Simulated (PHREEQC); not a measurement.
A solution holds 0.0021 mol/kgw CaSO4, 0.0025 mol/kgw Na2SO4 and 0.097 mol/kgw NaCl, at 68 °C. Closed to the air; pH follows from the charge balance.

Computed with PHREEQC (Pitzer model, pitzer.dat).

```csv
quantity,before,after
HSO4- (mol/kgw),1.82e-7,1.02e-7
SI of Gypsum (CaSO4:2H2O),-1.39,-1.65
SI of Halite (NaCl),-3.87,-3.88
```

Question: Which change was made?
A. NaCl from 0.097 to 0.0485 mol/kgw
B. diluted 100-fold with water
C. temperature from 68 to 70 °C
D. Na2SO4 from 0.0025 to 0.025 mol/kgw
E. Na2SO4 from 0.0025 to 0.00025 mol/kgw

Answer: E, Na2SO4 from 0.0025 to 0.00025 mol/kgw

No solid was allowed to form. Away from 25 °C the constants follow the database's enthalpies or fits; those with neither stay at their 25 °C values.
